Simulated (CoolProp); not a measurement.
Saturation properties of tetradecamethylhexasiloxane (MD4M) (Tc = 653.2 K, pc = 0.8286 MPa, ω = 0.800).

Model: reference Helmholtz-energy equation of state, Thol 2019, in CoolProp.

```json
[
 {"T (K)": "304.6", "p (MPa)": "1.418e-6", "vapour density (kg/m³)": "0.0002570", "liquid cp (kJ/(kg K))": "1.726"},
 {"T (K)": "323.3", "p (MPa)": "8.355e-6", "vapour density (kg/m³)": "0.001427", "liquid cp (kJ/(kg K))": "1.771"},
 {"T (K)": "342", "p (MPa)": "3.818e-5", "vapour density (kg/m³)": "0.006165", "liquid cp (kJ/(kg K))": "1.814"},
 {"T (K)": "360.6", "p (MPa)": "0.0001406", "vapour density (kg/m³)": "0.02153", "liquid cp (kJ/(kg K))": "1.855"},
 {"T (K)": "379.3", "p (MPa)": "0.0004378", "vapour density (kg/m³)": "0.06383", "liquid cp (kJ/(kg K))": "1.895"},
 {"T (K)": "397.9", "p (MPa)": "0.001172", "vapour density (kg/m³)": "0.1633", "liquid cp (kJ/(kg K))": "1.933"},
 {"T (K)": "416.6", "p (MPa)": "0.002791", "vapour density (kg/m³)": "0.3728", "liquid cp (kJ/(kg K))": "1.971"},
 {"T (K)": "435.2", "p (MPa)": "0.005966", "vapour density (kg/m³)": "0.7680", "liquid cp (kJ/(kg K))": "2.008"},
 {"T (K)": "453.9", "p (MPa)": "0.01173", "vapour density (kg/m³)": "1.463", "liquid cp (kJ/(kg K))": "2.044"},
 {"T (K)": "472.6", "p (MPa)": "0.02141", "vapour density (kg/m³)": "2.602", "liquid cp (kJ/(kg K))": "2.081"},
 {"T (K)": "491.2", "p (MPa)": "0.03659", "vapour density (kg/m³)": "4.363", "liquid cp (kJ/(kg K))": "2.117"},
 {"T (K)": "509.9", "p (MPa)": "0.05943", "vapour density (kg/m³)": "7.011", "liquid cp (kJ/(kg K))": "2.154"}
]
```

It boils at 532.8 K under 1 atm.
